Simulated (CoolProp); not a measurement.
Vapour-liquid equilibrium of sulfur dioxide (1) + toluene (2) at 0.0409 MPa; x and y are mole fractions of (1).

The numbers come from the multi-fluid Helmholtz-energy mixture model, Gao 2016 and Lemmon 2006; pair parameters Bell 2016 in CoolProp.

| x | bubble temperature (K) | y at the bubble point | dew temperature at overall composition x (K) | liquid density (mol/L) |
|---|---|---|---|---|
| 0.05 | 322.9 | 0.714 | 353.2 | 9.401 |
| 0.15 | 291.5 | 0.944 | 350.0 | 10.41 |
| 0.25 | 275.9 | 0.980 | 346.6 | 11.37 |
| 0.35 | 266.4 | 0.991 | 342.8 | 12.39 |
| 0.45 | 260.0 | 0.995 | 338.5 | 13.50 |
| 0.55 | 255.5 | 0.997 | 333.5 | 14.75 |
| 0.65 | 252.2 | 0.998 | 327.5 | 16.18 |
| 0.75 | 249.6 | 0.999 | 319.9 | 17.84 |
| 0.85 | 247.4 | 0.999 | 309.3 | 19.81 |
| 0.95 | 245.5 | 1.000 | 289.7 | 22.18 |

No azeotrope shows between x = 0.05 and 0.95.

The pair parameters rest on a limited set of measurements; away from them the model extrapolates. The gap from Raoult's law changes sign with composition, which may be real or a fault of the pair parameters; it wasn't checked against measurements.
